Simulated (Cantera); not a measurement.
# Ignition delay

Mixture: 6.65 % CH3OH, 19.5 % O2, 73.8 % N2, equivalence ratio 0.51, at 5.60 bar, adiabatic and at constant pressure. Ignition delay is the time to a rise of 400 K.

Detailed kinetics in Cantera: GRI-Mech 3.0 (53 species, 325 reactions). GRI-Mech 3.0 was tuned for natural gas; its chemistry of methanol as a main component is partial and can be far from experiment.

```
T0 (K)  delay (ms)
------  ----------
1050          47.3
1150          6.35
1250          1.20
1350         0.307
1450         0.101
1550        0.0410
1650        0.0193
1750        0.0101
1850       0.00583
1950       0.00386
```

```json
{
 "apparent activation energy between 1750 and 1950 K": "140 kJ/mol"
}
```
